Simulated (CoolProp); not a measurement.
The fluid at 298.15 K and 18.5 MPa is throttled through a valve to 9.46 MPa with no heat exchange. The same conditions are run with several fluids, on thermodynamics alone (safety and materials aside).

The numbers come from the reference Helmholtz-energy equation of state of each fluid (sulfur hexafluoride: Guder 2009; the fluoroketone C6F12O (FK-5-1-12): McLinden 2015; R245fa: Akasaka 2015; propyne: Polt 1992; R123: Younglove 1994) in CoolProp. The equations of Platzer and Polt are older, rougher fits.

Rank sulfur hexafluoride, the fluoroketone C6F12O (FK-5-1-12), R245fa, propyne, R123 by temperature change (K), highest first.

R123 (+3.3), the fluoroketone C6F12O (FK-5-1-12) (+2.8), R245fa (+2.5), propyne (+2.2), sulfur hexafluoride (-0.1)

```json
[
 {"fluid": "sulfur hexafluoride", "final density (kg/m³)": "1510"},
 {"fluid": "the fluoroketone C6F12O (FK-5-1-12)", "final density (kg/m³)": "1640"},
 {"fluid": "R245fa", "final density (kg/m³)": "1360"},
 {"fluid": "propyne", "final density (kg/m³)": "621"},
 {"fluid": "R123", "final density (kg/m³)": "1480"}
]
```
